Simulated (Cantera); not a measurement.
Feed: 1 mol MgO, 2.1 mol HCl, held at 1625 K and 1 atm.

These are equilibrium values from Cantera (NASA tables, ideal gas, pure condensed phases), not measurements of a reactor. Candidate condensed phases: H2O, Mg, MgCl2, MgO, Mg(OH)2; 22 gas species. Rates play no part.

Base state: HCl 0.811, MgCl2 0.0932, H2O 0.0932, Cl 0.00150, H2 0.000894, Cl2 0.000140 (mole fractions); condensed: MgO(s).

### Question
What changes in the equilibrium state with this change: pressure from 1 atm to 0.100 bar?

### Answer
| species | before | after |
|---|---|---|
| HCl | 0.811 | 0.809 |
| MgCl2 | 0.0932 | 0.0930 |
| H2O | 0.0932 | 0.0929 |
| Cl | 0.00150 | 0.00338 |
| H2 | 0.000894 | 0.00177 |
| OH | 9.20e-6 | 2.08e-5 |
| Cl2 | 0.000140 | 7.06e-5 |
| MgO(s), mol | 0.804 | 0.804 |
